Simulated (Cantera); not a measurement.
Charge: 1 mol C3H6, 2.9 mol CO2, 23 mol N2, equilibrated at 0.510 Torr.

These are equilibrium values from Cantera (NASA tables, ideal gas, pure condensed phases), not measurements of a reactor. Candidate condensed phases: C, C6H6, C7H8, C8H18, H2O; 136 gas species. Equilibrium is a limit: real reactors are often held back by kinetics, nucleation or transport.

log p: log10 of the partial pressure in bar; nothing condenses.

```csv
T (K),log p N2,log p CO,log p H,log p H2
2025,-3.31,-3.91,-4.84,-4.26
2125,-3.32,-3.91,-4.59,-4.31
2225,-3.32,-3.92,(withheld),(withheld)
2325,-3.33,-3.93,-4.22,-4.52
2425,-3.34,-3.93,-4.10,-4.70
2525,-3.34,-3.94,-4.02,(withheld)
2625,-3.34,-3.94,-3.98,-5.21
```

**Question.** Complete the blanks.

**Answer.** 
- 2525, log p H2: -4.94
- 2225, log p H: -4.38
- 2225, log p H2: -4.39
